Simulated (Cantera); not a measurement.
Ignition delay

Mixture: 4.79 % CH4, 0.526 % C2H6, 0.177 % C3H8, 19.9 % O2, 74.7 % N2, equivalence ratio 0.62, at 4.84 atm, adiabatic and at constant volume. Ignition delay is the time to a rise of 400 K.

Cantera simulation using GRI-Mech 3.0 (53 species, 325 reactions); the numbers are that mechanism's predictions, not measurements.

```csv
T0 (K),delay (ms)
1150,2.70
1200,1.36
1250,0.723
1300,0.403
1350,0.233
1400,0.139
1450,0.0860
1500,0.0549
1550,0.0362
```

```
Property                                                 Value
--------------------------------------------------  ----------
apparent activation energy between 1450 and 1550 K  160 kJ/mol
```
